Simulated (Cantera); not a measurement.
## Si + HBr (silicon etching in halogen gases)

Input: 1 mol Si, 11 mol HBr, at 0.000400 bar.

Equilibrium computed with Cantera from the NASA thermochemical tables; the gas is ideal and each condensed phase is pure. Candidate condensed phases: Br₂, Si; 19 gas species. The tables' values for SiBr₃ are old estimates; treat these amounts as uncertain. Equilibrium is a limit: real reactors are often held back by kinetics, nucleation or transport.

From 250 °C to 1150 °C nothing is condensed. The main Si-bearing gas is SiBr₄ at 250 °C and SiBr₂ at 1150 °C.

```
T (°C)  x HBr   x H₂  x SiBr₄      x Br   x SiBr₂   x SiBr₃  x SiHBr₃
------  -----  -----  -------  --------  --------  --------  --------
250     0.700  0.200    0.100  2.00e-11    <1e-12  1.82e-12   4.67e-8
325     0.700  0.200   0.1000   1.51e-9    <1e-12  2.84e-10   3.79e-7
400     0.700  0.200   0.1000   4.38e-8  2.09e-11   1.42e-8   1.89e-6
475     0.700  0.200   0.1000   6.52e-7   3.35e-9   3.18e-7   6.78e-6
550     0.700  0.200   0.1000   5.96e-6   2.09e-7   4.02e-6   1.91e-5
625     0.700  0.200   0.0999   3.79e-5   6.43e-6   3.30e-5   4.49e-5
700     0.700  0.200   0.0996  0.000182  0.000115  0.000194   9.19e-5
775     0.701  0.198   0.0975  0.000701   0.00131  0.000858  0.000165
850     0.711  0.188   0.0868   0.00234   0.00905   0.00272  0.000234
925     0.735  0.162   0.0592   0.00728    0.0316   0.00521  0.000210
1000    0.753  0.134   0.0276    0.0203    0.0591   0.00589  0.000119
1075    0.740  0.124  0.00877    0.0463    0.0765   0.00446   5.13e-5
1150    0.693  0.134  0.00212    0.0859    0.0825   0.00265   1.97e-5
```
x: gas mole fraction; nothing condenses.
